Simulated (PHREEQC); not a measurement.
## Acid mine or pickling water (model solution)

Synthetic water in mmol/kgw, 45 °C, pH 3.47, pe 10.9: Na 82; K 1.12; Ca 0.266; Mg 0.621; Cl 2.72; S(6) 41.1; Ni 0.036; O(0) (counted as O atoms) 0.52; Si 1.2; Cu(2) 0.111; Li 2.1.

Valence states are taken as typed.

All values are PHREEQC results (ion-association model, wateq4f.dat), not measurements.

Precipitation was switched off in this run.

Problem. Predict the ionic strength, charge-balance error.

Solution. ionic strength 0.114 mol/kgw; charge-balance error 2.3 %.

Problem. In which forms is K present?

Solution. K+ 90 %, KSO4- 10 % of the K.

Examples of supersaturated solids here: Quartz (slow to form), Chalcedony (slow to form). Others may be too. Complexes and solids missing from the database can't appear. Constants without temperature data keep their 25 °C values here.
